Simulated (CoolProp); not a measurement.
CF4 (R14) at 298.15 K and 8.43 MPa is throttled through a valve to 5.43 MPa with no heat exchange. Each further row changes one setting.

Values from CoolProp's reference Helmholtz-energy equation of state, Platzer 1990. This equation is an older, rougher fit; its heat capacities, sound speeds and derivatives of the liquid may be far off and weren't checked against measurements.

```csv
case,temperature change (K),final phase,final density (kg/m³)
as stated,-14.8,supercritical,269
outlet pressure 1.63 MPa,-41.7,gas,75.2
outlet pressure 7.06 MPa,-6.1,supercritical,350
```
